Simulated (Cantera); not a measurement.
A closed system holds: 1 mol CaO, 11 mol F2, 0.32 mol O2, equilibrated at 0.0360 Torr.

Equilibrium computed with Cantera from the NASA thermochemical tables; the gas is ideal and each condensed phase is pure. Candidate condensed phases: Ca, CaF2, CaO; 13 gas species. Kinetics and transport are ignored.

Question: Which condensed phases are stable at each of these points (T (°C)): 1000, 1050, 1100, 1150, 1200, 1250, 1300, 1350?

Answer: 
```
T (°C)  condensed phases  Ca condensed (%)
------  ----------------  ----------------
1000             CaF2(s)              99.7
1050             CaF2(s)              98.8
1100             CaF2(s)              95.3
1150             CaF2(s)              83.2
1200             CaF2(s)              45.9
1250            gas only               0.0
1300            gas only               0.0
1350            gas only               0.0
```

From 1000 °C to 1200 °C the condensed part is CaF2(s). From 1250 °C to 1350 °C nothing is condensed.
